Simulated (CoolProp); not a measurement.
Dimethyl carbonate along the isotherm 595.8 K: Z from the reference equation and from simpler models built on Tc = 557.0 K, pc = 4909 kPa, ω = 0.346; each cubic takes its own stable root.

The numbers come from the reference Helmholtz-energy equation of state, Zhou 2011 in CoolProp.

```csv
p (kPa),phase,reference,van der Waals,Redlich-Kwong,Peng-Robinson
155,gas,0.9912,0.9920,0.9911,0.9904
242,gas,0.9863,0.9875,0.9861,0.9850
376,gas,0.9786,0.9804,0.9783,0.9766
586,gas,0.9664,0.9692,0.9659,0.9633
912,gas,0.9472,0.9513,0.9463,0.9425
1420,gas,0.9165,0.9224,0.9149,0.9093
2210,gas,0.8661,0.8741,0.8634,0.8558
3440,gas,0.7794,0.7881,0.7746,0.7667
5360,supercritical,0.6143,0.5980,0.5999,0.6071
8350,supercritical,0.3714,0.4108,0.3820,0.3971
13000,supercritical,0.4154,0.5384,0.4582,0.4373
20200,supercritical,0.5631,0.7528,0.6152,0.5719
31500,supercritical,0.7978,1.080,0.8571,0.7867
49100,supercritical,1.147,1.569,1.215,1.108
```
